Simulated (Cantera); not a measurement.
Input: 1 mol Zr, 1.1 mol NH3, 73 mol H2, 0.24 mol O2, equilibrated at 2650 K and 90000 Pa.

Equilibrium computed with Cantera from the NASA thermochemical tables; the gas is ideal and each condensed phase is pure. Candidate condensed phases: H2O, Zr, ZrN, ZrO2; 28 gas species. Mutual solubility and eutectic melting of coexisting phases are not modelled. ZrN: taken at fixed stoichiometry. Condensed phases not in the tables: solid solutions among these carbides, nitrides and lower oxides. The numbers say what is thermodynamically allowed, not how fast it happens.

Base state: H2 0.949, H 0.0481, N2 0.00218, H2O 0.000262, ZrO 0.000125 (mole fractions); condensed: ZrN(s) + ZrO2(s).

### Question
What changes in the equilibrium state with this change: temperature from 2650 K to 1975 K?

### Answer
```json
[
 {"species": "H2", "before": "0.949", "after": "0.996"},
 {"species": "N2", "before": "0.00218", "after": "0.00226"},
 {"species": "H", "before": "0.0481", "after": "0.00144"},
 {"species": "H2O", "before": "0.000262", "after": "4.95e-5"},
 {"species": "ZrO", "before": "0.000125", "after": "<1e-9"},
 {"species": "ZrN(s), mol", "before": "0.765", "after": "0.762"},
 {"species": "ZrO2(s), mol", "before": "0.225", "after": "0"},
 {"species": "ZrO2(tetragonal), mol", "before": "0", "after": "0.238"}
]
```
